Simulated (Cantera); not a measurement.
Input: 1 mol Si, 0.21 mol O2, 58 mol N2, held at 1400 K and 6900 Pa.

Equilibrium computed with Cantera from the NASA thermochemical tables; the gas is ideal and each condensed phase is pure. Candidate condensed phases: Si, SiO2, Si2N2O, Si3N4; 16 gas species. N2 is the only nitrogen source here; it is nearly inert below about 1500 K, so the nitride shown seldom forms there in practice. Mutual solubility and eutectic melting of coexisting phases are not modelled. Kinetics and transport are ignored.

Base state: N2 1.00 (mole fractions); condensed: Si2N2O(s) + Si3N4(s).

Question: What changes in the equilibrium state with this change: 0.38 mol H2O added?

Answer: 
| species | before | after |
|---|---|---|
| N2 | 1.00 | 0.993 |
| H2 | 0 | 0.00655 |
| Si2N2O(s), mol | 0.420 | 0.400 |
| Si3N4(s), mol | 0.0533 | 0 |
| SiO2(β-quartz), mol | 0 | 0.200 |
The tables hold silica as quartz up to 1696 K and as liquid above; real silica turns to tridymite and cristobalite and melts near 1996 K. Further candidate phases: H2O.

Question: What changes in the equilibrium state with this change: 0.41 mol Cl2 added?

Answer: 
```csv
species,before,after
N2,1.00,0.996
SiCl4,0,0.00321
SiCl3,0,0.000338
SiCl2,0,0.000151
Cl,0,2.61e-5
"Si2N2O(s), mol",0.420,0.384
"Si3N4(s), mol",0.0533,0
"SiO2(β-quartz), mol",0,0.0179
```
The tables' values for SiCl3 are old estimates; treat these amounts as uncertain. The tables hold silica as quartz up to 1696 K and as liquid above; real silica turns to tridymite and cristobalite and melts near 1996 K.

Question: What changes in the equilibrium state with this change: temperature from 1400 K to 2150 K?

Answer: 
| species | before | after |
|---|---|---|
| N2 | 1.00 | 0.989 |
| SiO | 4.03e-8 | 0.00716 |
| Si | <1e-9 | 0.00325 |
| Si2N | <1e-9 | 0.000183 |
| SiN | <1e-9 | 0.000159 |
| Si2 | <1e-9 | 4.71e-5 |
| Si2N2O(s), mol | 0.420 | 0 |
| Si3N4(s), mol | 0.0533 | 0 |
| Si(l), mol | 0 | 0.351 |
The tables' values for SiN are old estimates; treat these amounts as uncertain.
